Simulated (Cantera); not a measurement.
## V2O3 + H2 (hydrogen reduction and annealing atmospheres)

Feed: 1 mol V2O3, 870 mol H2, at 1 atm.

Method: chemical equilibrium by Gibbs-energy minimisation in Cantera with the NASA 1993 tables (ideal gas, pure condensed phases). Candidate condensed phases: H2O, V, VO, V2O3, V2O4, V2O5; 12 gas species. Mutual solubility and eutectic melting of coexisting phases are not modelled. VO: taken at fixed stoichiometry. Condensed phases not in the tables: the oxides between V2O3 and V2O5 other than VO2. Rates play no part.

```csv
T (K),x H2,x H2O,x H,x VO,x OH,x VO2,x V,n VO(s),n V2O3(s)
1248,0.999,0.000674,4.64e-7,<1e-12,3.20e-12,<1e-12,<1e-12,1.17,0.413
1298,0.999,0.000994,1.06e-6,<1e-12,1.37e-11,<1e-12,<1e-12,1.73,0.136
1348,0.999,0.00115,2.30e-6,<1e-12,4.26e-11,2.57e-12,<1e-12,2.00,0
1398,0.999,0.00115,4.70e-6,2.32e-12,1.07e-10,1.00e-11,<1e-12,2.00,0
1448,0.999,0.00115,9.15e-6,1.13e-11,2.51e-10,3.54e-11,<1e-12,2.00,0
1498,0.999,0.00115,1.71e-5,4.96e-11,5.57e-10,1.15e-10,<1e-12,2.00,0
1548,0.999,0.00115,3.06e-5,1.96e-10,1.18e-9,3.44e-10,5.24e-12,2.00,0
1598,0.999,0.00115,5.28e-5,7.11e-10,2.37e-9,9.58e-10,2.71e-11,2.00,0
1648,0.999,0.00115,8.84e-5,2.37e-9,4.57e-9,2.50e-9,1.26e-10,2.00,0
1698,0.999,0.00115,0.000144,7.35e-9,8.49e-9,6.15e-9,5.33e-10,2.00,0
1748,0.999,0.00115,0.000227,2.13e-8,1.52e-8,1.43e-8,2.07e-9,2.00,0
```
x: gas mole fraction; n: condensed amount in mol.

From 1248 K to 1298 K the condensed part is VO(s) + V2O3(s). From 1348 K to 1748 K the condensed part is VO(s).
